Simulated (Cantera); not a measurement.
Charge: 1 mol SiCl4, 34 mol NH3, at 1675 °C and 7.50 Torr.

These are equilibrium values from Cantera (NASA tables, ideal gas, pure condensed phases), not measurements of a reactor. Candidate condensed phases: NH4Cl, Si, Si3N4; 28 gas species. The tables' values for SiCl, SiN are old estimates; treat these amounts as uncertain. Gases not in the tables: Si2H6 and higher silanes. The numbers say what is thermodynamically allowed, not how fast it happens.

Base state: H2 0.697, N2 0.241, HCl 0.0426, H 0.00944, SiCl2 0.00662, Si 0.00233, SiCl 0.000456, Cl 0.000432 (mole fractions); condensed: Si(l).

Question: What changes in the equilibrium state with this change: temperature from 1675 °C to 1427 °C?

Answer: 
```tsv
species	before	after
H2	0.697	0.709
N2	0.241	0.239
HCl	0.0426	0.0431
H	0.00944	0.00124
Si	0.00233	5.10e-5
SiCl2	0.00662	0.00705
Si2	2.12e-5	1.68e-7
Si2N	4.66e-5	2.05e-6
SiH	0.000149	6.65e-6
SiN	3.38e-5	1.51e-6
SiCl	0.000456	4.23e-5
Si(l), mol	0.309	0
Si3N4(s), mol	0	0.166
```
The tables' values for SiCl, SiCl3 are old estimates; treat these amounts as uncertain.

Question: What changes in the equilibrium state with this change: temperature from 1675 °C to 1777 °C?

Answer: 
| species | before | after |
|---|---|---|
| H2 | 0.697 | 0.685 |
| N2 | 0.241 | 0.239 |
| HCl | 0.0426 | 0.0434 |
| H | 0.00944 | 0.0188 |
| Si | 0.00233 | 0.00683 |
| Si2 | 2.12e-5 | 7.04e-5 |
| Si3 | 4.67e-6 | 1.30e-5 |
| SiH | 0.000149 | 0.000342 |
| Si(l), mol | 0.309 | 0 |
